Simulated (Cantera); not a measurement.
A closed system holds: 1 mol SiHCl3, 25 mol N2, at 1427 °C and 1.33 mbar.

These are equilibrium values from Cantera (NASA tables, ideal gas, pure condensed phases), not measurements of a reactor. The tables' values for SiCl3, SiCl are old estimates; treat these amounts as uncertain. Equilibrium is a limit: real reactors are often held back by kinetics, nucleation or transport.

```
species    before     after
-------  --------  --------
N2          0.925     0.921
SiCl2      0.0360    0.0361
HCl        0.0335    0.0298
Cl        0.00258   0.00796
Si        7.57e-6  0.000380
SiCl4     4.15e-5   8.27e-7
SiCl      3.69e-5  0.000261
SiCl3    0.000872  0.000123
H        0.000164   0.00104
H2        0.00166   0.00301
```
Gas species are given as mole fractions.

Q: Name the change that produced these shifts.
(A) pressure from 1.33 mbar to 6.10 Pa
(B) pressure from 1.33 mbar to 6.40 mbar
(C) temperature from 1427 °C to 1725 °C
(D) temperature from 1427 °C to 1675 °C

A: A, pressure from 1.33 mbar to 6.10 Pa. The tables' values for SiCl, SiCl3 are old estimates; treat these amounts as uncertain
